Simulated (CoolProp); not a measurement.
Saturated liquid density (kg/m³) of CF4 (R14): the reference equation beside estimates from Tc = -45.8 °C, pc = 3.762 MPa, ω = 0.178. Rackett uses Z = 0.29056 − 0.08775 ω.

The numbers come from the reference Helmholtz-energy equation of state, Platzer 1990 in CoolProp. This equation is an older, rougher fit; its heat capacities, sound speeds and derivatives of the liquid may be far off and weren't checked against measurements.

```csv
T (°C),reference,Rackett,van der Waals,Soave-Redlich-Kwong,Peng-Robinson
-147.55,1703,1778,1113,___,___
-135.95,1645,___,1077,1614,1822
-124.45,1584,1653,1038,1551,1754
-112.95,1520,___,995.7,1480,___
-101.35,___,1511,948.5,___,1586
-89.85,1374,1429,895.9,1305,1481
-78.35,___,1337,835.4,1195,1356
-66.85,1183,1226,762.5,1060,1200
-55.25,1035,1073,663.7,876.5,983.4
```

### Question
Complete the blanks.

### Answer

- -147.55, Soave-Redlich-Kwong: 1671
- -147.55, Peng-Robinson: 1883
- -135.95, Rackett: 1717
- -112.95, Rackett: 1585
- -112.95, Peng-Robinson: 1676
- -101.35, reference: 1450
- -101.35, Soave-Redlich-Kwong: 1399
- -78.35, reference: 1288

Absolute difference from the reference over all 9 rows, mean and median: Rackett 4.1 and 4.2 %, van der Waals 34.9 and 34.6 %, Soave-Redlich-Kwong 5.5 and 3.5 %, Peng-Robinson 7.9 and 9.4 %.
